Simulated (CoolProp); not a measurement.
Computed with CoolProp (reference Helmholtz-energy equation of state, Lemmon and Jacobsen 2000).

Task: For R143a, give the phase and the cp (kJ/(kg K)), expansivity (1/kK) at 210.6 K and 4.3 MPa; 270.4 K and 4.3 MPa; 330.2 K and 4.3 MPa.

Result: 
- 210.6 K and 4.3 MPa: liquid; cp 1.28, expansivity 2.07
- 270.4 K and 4.3 MPa: liquid; cp 1.44, expansivity 2.94
- 330.2 K and 4.3 MPa: liquid; cp 1.97, expansivity 8.02
